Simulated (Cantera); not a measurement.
Feed: 1 mol SiH4, 3.1 mol O2, a varied amount of H2, at 952 °C and 1.00 bar.

Method: chemical equilibrium by Gibbs-energy minimisation in Cantera with the NASA 1993 tables (ideal gas, pure condensed phases). Candidate condensed phases: H2O, Si, SiO2; 18 gas species. The tables hold silica as quartz up to 1696 K and as liquid above; real silica turns to tridymite and cristobalite and melts near 1996 K. Gases not in the tables: Si(OH)4. The numbers say what is thermodynamically allowed, not how fast it happens.

x: gas mole fraction; n: condensed amount in mol.

| n(H2) (mol) | x H2O | x H2 | x O2 | x OH | x H | x HO2 | n SiO2(β-quartz) |
|---|---|---|---|---|---|---|---|
| 0.66 | 0.776 | 3.46e-8 | 0.224 | 1.18e-5 | 5.80e-11 | 5.17e-8 | 1.00 |
| 0.91 | 0.819 | 4.06e-8 | 0.181 | 1.15e-5 | 6.28e-11 | 4.53e-8 | 1.00 |
| 1.3 | 0.880 | 5.37e-8 | 0.120 | 1.08e-5 | 7.22e-11 | 3.44e-8 | 1.00 |
| 1.7 | 0.937 | 7.87e-8 | 0.0633 | ? | 8.75e-11 | 2.20e-8 | 1.00 |
| 2.4 | 0.955 | 0.0455 | <1e-12 | ? | 6.64e-8 | <1e-12 | 1.00 |
| 3.3 | 0.792 | 0.208 | <1e-12 | ? | 1.42e-7 | <1e-12 | 1.00 |
| 4.6 | 0.636 | 0.364 | <1e-12 | ? | 1.88e-7 | <1e-12 | 1.00 |
| 6.3 | 0.506 | 0.494 | <1e-12 | ? | 2.19e-7 | <1e-12 | 1.00 |

Question: What belongs in the gaps?

Answer: 
- 1.7, x OH: 9.47e-6
- 2.4, x OH: 1.27e-8
- 3.3, x OH: 4.93e-9
- 4.6, x OH: 2.99e-9
- 6.3, x OH: 2.04e-9
